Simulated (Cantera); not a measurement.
Input: 1 mol Fe2O3, 2 mol Cl2, 8.9 mol H2, held at 1073.15 K and 0.100 bar.

Method: chemical equilibrium by Gibbs-energy minimisation in Cantera with the NASA 1993 tables (ideal gas, pure condensed phases). Candidate condensed phases: Fe, FeCl2, FeCl3, FeO, Fe(OH)2, Fe(OH)3, Fe2O3, Fe3O4, H2O; 22 gas species. The tables' stoichiometric FeO is somewhat more stable than real wüstite, so its field is too wide. FeO: taken at fixed stoichiometry. Rates play no part.

Base state: H2 0.542, HCl 0.295, H2O 0.128, FeCl2 0.0351, Fe2Cl4 0.000437 (mole fractions); condensed: FeO(s).

**Question.** What changes in the equilibrium state with this change: temperature from 1073.15 K to 1398.15 K?

**Answer.** 
| species | before | after |
|---|---|---|
| H2 | 0.542 | 0.509 |
| HCl | 0.295 | 0.234 |
| H2O | 0.128 | 0.190 |
| FeCl2 | 0.0351 | 0.0663 |
| H | 3.27e-8 | 1.07e-5 |
| Fe2Cl4 | 0.000437 | 3.92e-5 |
| FeO(s), mol | 1.61 | 0.924 |
| Fe(γ), mol | 0 | 0.352 |
Mutual solubility and eutectic melting of coexisting phases are not modelled.

**Question.** What changes in the equilibrium state with this change: temperature from 1073.15 K to 1350 K?

**Answer.** 
```
species        before    after
-----------  --------  -------
H2              0.542    0.515
HCl             0.295    0.241
H2O             0.128    0.181
FeCl2          0.0351   0.0627
Fe2Cl4       0.000437  5.39e-5
FeO(s), mol      1.61     1.03
Fe(γ), mol          0    0.290
```
Mutual solubility and eutectic melting of coexisting phases are not modelled.
